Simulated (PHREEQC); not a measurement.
**Hard or scaling water: speciation**

Consider water at 25 °C with 0.053 mmol/kgw CaSO4 and 4.8 mmol/kgw Na2HPO4. Closed to the air; pH follows from the charge balance.

Model: ion-association model, phreeqc.dat, run in PHREEQC.

The pH comes out as 9.04. The ionic strength is 0.0143 mol/kgw and the specific conductance comes out as 859 µS/cm. The total alkalinity is 4.80 meq/kg.

```tsv
species	molality	activity	log γ
Na+	0.00954	0.00848	-0.051
HPO4-2	0.00465	0.00291	-0.204
NaHPO4-	5.40e-5	4.81e-5	-0.050
SO4-2	5.14e-5	3.21e-5	-0.204
H2PO4-	4.81e-5	4.29e-5	-0.050
CaPO4-	3.14e-5	2.79e-5	-0.050
OH-	1.25e-5	1.10e-5	-0.054
Ca+2	1.08e-5	6.78e-6	-0.202
```

No solid was allowed to form. Examples of supersaturated solids here: Hydroxyapatite. Others may be too.
